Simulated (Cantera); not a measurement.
Mixture: CH₄ : H₂ : O₂ : N₂ = 1 : 0.4 : 1.47 : 4.25 (molar parts), at 210000 Pa, adiabatic and at constant volume. Ignition delay is the time to a rise of 400 K.

Cantera simulation using GRI-Mech 3.0 (53 species, 325 reactions); the numbers are that mechanism's predictions, not measurements.

Problem. What does this change do: pressure from 210000 Pa to 100000 Pa?

Solution. 
```tsv
quantity	before	after
delay at 1125 K	3.08 ms	6.25 ms
delay at 1225 K	1.29 ms	2.44 ms
delay at 1325 K	0.561 ms	1.01 ms
delay at 1425 K	0.257 ms	0.456 ms
delay at 1525 K	0.126 ms	0.227 ms
apparent activation energy between 1475 and 1575 K	130 kJ/mol	130 kJ/mol
```
